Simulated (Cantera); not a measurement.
A diamond (100) surface in a fixed gas of H2 with x(CH4) = 0.0049, x(CH3) = 0.00076, at 1375 K, 82.5 Torr; coverages are run to steady state.

Detailed kinetics in Cantera: the Harris–Goodwin 1993 mechanism for the reconstructed diamond (100) surface.

θ: site fractions in the mechanism's names (c6HH fully hydrogenated, c6H* and c6*H radical sites, c6** diradical, c6HM methylated).

```json
[
 {"x(H)": "0.0001", "growth (µm/h)": "0.220", "θ c6HH": "0.699", "θ c6H*": "0.0281", "θ c6*H": "0.267", "θ c6**": "0.00322", "θ c6HM": "0.000309"},
 {"x(H)": "0.00021", "growth (µm/h)": "0.956", "θ c6HH": "0.580", "θ c6H*": "0.0389", "θ c6*H": "0.369", "θ c6**": "0.00816", "θ c6HM": "0.000442"},
 {"x(H)": "0.00044", "growth (µm/h)": "3.00", "θ c6HH": "0.481", "θ c6H*": "0.0472", "θ c6*H": "0.448", "θ c6**": "0.0167", "θ c6HM": "0.000577"},
 {"x(H)": "0.00092", "growth (µm/h)": "6.83", "θ c6HH": "0.415", "θ c6H*": "0.0524", "θ c6*H": "0.497", "θ c6**": "0.0282", "θ c6HM": "0.000713"},
 {"x(H)": "0.0019", "growth (µm/h)": "…", "θ c6HH": "0.377", "θ c6H*": "0.0550", "θ c6*H": "0.522", "θ c6**": "…", "θ c6HM": "…"},
 {"x(H)": "0.004", "growth (µm/h)": "…", "θ c6HH": "0.356", "θ c6H*": "0.0563", "θ c6*H": "0.534", "θ c6**": "…", "θ c6HM": "0.000920"},
 {"x(H)": "0.0085", "growth (µm/h)": "24.9", "θ c6HH": "0.345", "θ c6H*": "0.0570", "θ c6*H": "0.539", "θ c6**": "0.0559", "θ c6HM": "0.000949"},
 {"x(H)": "0.018", "growth (µm/h)": "34.9", "θ c6HH": "0.339", "θ c6H*": "0.0574", "θ c6*H": "0.541", "θ c6**": "0.0595", "θ c6HM": "0.000911"},
 {"x(H)": "0.037", "growth (µm/h)": "49.5", "θ c6HH": "0.337", "θ c6H*": "0.0580", "θ c6*H": "0.542", "θ c6**": "0.0614", "θ c6HM": "0.000808"}
]
```

Fill in the missing entries.


- 0.0019, growth (µm/h): 11.9
- 0.0019, θ c6**: 0.0399
- 0.0019, θ c6HM: 0.000834
- 0.004, growth (µm/h): 17.8
- 0.004, θ c6**: 0.0495
